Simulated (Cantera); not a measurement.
A Cantera script and what it prints.

```python
import numpy as np
import cantera as ct

gas_names = """
    N NO NO2 NO3 N2 N2O O O2 O3 Si SiN SiO SiO2 Si2 Si2N Si3
""".split()
cond_names = """
    Si(cr) Si(L) SiO2(Lqz) SiO2(hqz) SiO2(L) Si2N2O(s) Si3N4(a)
""".split()


# ... load() reads the species with a 1 bar reference pressure and builds the phases ...
atoms = {
    'Si3N4': {'Si': 3, 'N': 4},
    'N2O': {'N': 2, 'O': 1},
    'N2': {'N': 2},
    'O2': {'O': 2},
}
top_T = {'Si2N2O(s)': 2100, 'Si3N4(a)': 2400}  # K; cautious upper limits of use, not melting points


# ... equilibrate(T, P, feed) seeds the gas with the atoms and calls Mixture.equilibrate('TP', solver="vcs", rtol=1e-11, max_steps=5000) ...
results = []
feed = {'Si3N4': 1, 'N2O': 0.23, 'N2': 2.6, 'O2': 0.18}  # mol
P = 1000  # Pa
for T in [1375, 1450, 1525, 1600, 1675, 1750, 1825, 1900, 1975, 2050, 2125, 2200]:
    mix = equilibrate(T, P, feed)
    results.append((T, P, feed, dict(zip(mix.species_names, mix.species_moles))))

top = {s: max(r[3][s] / sum(r[3][g] for g in gas_names) for r in results) for s in gas_names}
cols = sorted((s for s in top if top[s] > 1e-06), key=lambda s: -top[s])[:5]
seen = [c for c in cond_names if any(r[3].get(c, 0) > 1e-12 for r in results)]
print("log10 of partial pressures in bar; condensed amounts in mol")
print(f"{'T/K':>10s}" + "".join(f"{s[:9]:>10s}" for s in cols + seen))
for T, P, feed, n in results:
    ng = sum(n[g] for g in gas_names)
    print(f"{T:10.4g}" + "".join(f"{np.log10(max(n[s] / ng * P / 1e5, 1e-99)):10.3f}" for s in cols)
          + "".join(f"{n.get(c, 0):10.4g}" for c in seen))
```

Result:

```
log10 of partial pressures in bar; condensed amounts in mol
       T/K        N2       SiO        Si      Si2N       Si2     Si(L) Si2N2O(s)  Si3N4(a)
      1375    -2.000    -8.669   -11.715   -14.577   -17.360         0      0.59    0.6067
      1450    -2.000    -7.531   -10.356   -12.846   -15.254         0      0.59    0.6067
      1525    -2.000    -6.508    -9.133   -11.290   -13.360         0    0.5899    0.6067
      1600    -2.000    -5.583    -8.027    -9.883   -11.646         0    0.5892    0.6069
      1675    -2.001    -4.742    -7.021    -8.605   -10.089         0    0.5845    0.6085
      1750    -2.005    -3.975    -6.100    -7.437    -8.664         0    0.5575    0.6174
      1825    -2.031    -3.165    -5.342    -6.549    -7.529     2.154    0.2539         0
      1900    -2.051    -2.964    -4.899    -6.239    -6.994     2.402         0         0
      1975    -2.052    -2.965    -4.490    -5.946    -6.501      2.39         0         0
      2050    -2.054    -2.967    -4.112    -5.675    -6.045     2.363         0         0
      2125    -2.058    -2.971    -3.760    -5.426    -5.622     2.305         0         0
      2200    -2.067    -2.980    -3.433    -5.196    -5.229     2.183         0         0
```

Cantera equilibrium calculation (NASA polynomials, part measured and part estimated; ideal gas, pure solids and liquids). Mutual solubility and eutectic melting of coexisting phases are not modelled. The tables' values for SiN are old estimates; treat these amounts as uncertain.
